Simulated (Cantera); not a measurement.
An isothermal, constant-pressure homogeneous reactor starts with 4.58 % H2, 95.4 % O2, equivalence ratio 0.024, at 1450 K and 2.40 Torr.

Computed with Cantera and GRI-Mech 3.0 (53 species, 325 reactions). Radical loss at walls, strong at low pressure, is not modelled. The temperature is held fixed by assumption; the heat of reaction is taken as removed at once.

Q: Predict: x(H2) at 1.00 s; x(O2) at 1.00 s; x(OH) at 1.00 s; x(HO2) at 1.00 s; x(H2O) at 1.00 s; x(H2O2) at 1.00 s; x(H) at 1.00 s.

A: x(H2) at 1.00 s: 0.000453 (gas-phase equilibrium 8.08e-7)
x(O2) at 1.00 s: 0.929 (gas-phase equilibrium 0.953)
x(OH) at 1.00 s: 0.00491 (gas-phase equilibrium 0.000210)
x(HO2) at 1.00 s: 3.06e-7 (gas-phase equilibrium 6.79e-8)
x(H2O) at 1.00 s: 0.0422 (gas-phase equilibrium 0.0468)
x(H2O2) at 1.00 s: 8.57e-9 (gas-phase equilibrium 3.98e-10)
x(H) at 1.00 s: 0.00219 (gas-phase equilibrium 1.51e-7)
